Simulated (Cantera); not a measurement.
Cantera with NASA thermochemical tables; ideal gases at 1 bar, condensed phases pure. Values are per mole of reaction as written; species without (g) are pure solids or liquids, kept so even where they would boil at 1 bar.

**Question.** Between 525 and 1050 K, where is each reaction favourable under standard conditions?
- 3 N2O(g) + S ⇌ 3 N2(g) + SO3(g)
- 2 NO2(g) + S ⇌ SO2(g) + 2 NO(g)

**Answer.** 
- 3 N2O(g) + S ⇌ 3 N2(g) + SO3(g): ΔG° is -712 kJ at 525 K and -774 kJ at 1050 K; it stays negative (K > 1). ΔH° is -658 kJ and ΔS° 110 J/K at 1050 K.
- 2 NO2(g) + S ⇌ SO2(g) + 2 NO(g): ΔG° is -264 kJ at 525 K and -338 kJ at 1050 K; it stays negative (K > 1). ΔH° is -195 kJ and ΔS° 136 J/K at 1050 K.
